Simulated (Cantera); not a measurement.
Feed: 1 mol CH2F2, 0.082 mol HCl, at 3423 K and 1.40 mbar.

Equilibrium computed with Cantera from the NASA thermochemical tables; the gas is ideal and each condensed phase is pure. Candidate condensed phases: C, C6H6, C7H8, C8H18; 118 gas species. Equilibrium is a limit: real reactors are often held back by kinetics, nucleation or transport.

Base state: H 0.384, F 0.359, C 0.133, HF 0.0653, Cl 0.0177, C2 0.0148, C3 0.0146, CF 0.00966 (mole fractions); condensed: gas only.

**Question.** What changes in the equilibrium state with this change: pressure from 1.40 mbar to 4.50 Pa?

**Answer.** 
```tsv
species	before	after
H	0.384	0.402
F	0.359	0.386
C	0.133	0.192
HF	0.0653	0.00236
C3	0.0146	4.49e-5
C2	0.0148	0.000986
Cl	0.0177	0.0159
C4	1.56e-5	2.22e-9
CF2	1.89e-5	3.25e-8
```
